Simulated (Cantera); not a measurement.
Charge: 1 mol Al2O3, 1.8 mol N2, held at 0.700 bar.

Equilibrium computed with Cantera from the NASA thermochemical tables; the gas is ideal and each condensed phase is pure. Candidate condensed phases: Al, AlN, Al2O3; 16 gas species. Kinetics and transport are ignored. All values below are at 2098 K.

Base state: N2 1.000 (mole fractions); condensed: Al2O3(s).

What changes in the equilibrium state with this change: 0.64 mol HCl added?


```tsv
species	before	after
N2	1.000	0.735
HCl	0	0.243
Cl	0	0.00963
AlCl3	0	0.00275
H2	0	0.00466
H2O	0	0.00443
H	0	0.000251
AlCl2	0	0.000197
Cl2	0	5.84e-5
Al2O3(s), mol	1.00	0.996
```
The tables' values for AlCl2 are old estimates; treat these amounts as uncertain. Further candidate phases: AlCl3, H2O, NH4Cl.
